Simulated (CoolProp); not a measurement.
Vapour-liquid equilibrium of n-heptane (1) + o-xylene (2) at 20.2 kPa; x and y are mole fractions of (1).

Computed with CoolProp (multi-fluid Helmholtz-energy mixture model, Span 2003 and Zhou 2012; pair parameters Bell 2016).

Question: Give the bubble temperature and the first vapour's composition at x = 0.05, 0.5, 0.95. Is there an azeotrope?

Answer: x = 0.05: 359.5 K, y = 0.236; x = 0.5: 335.7 K, y = 0.830; x = 0.95: 325.7 K, y = 0.986. No azeotrope shows between x = 0.05 and 0.95.

The pair parameters rest on a limited set of measurements; away from them the model extrapolates.
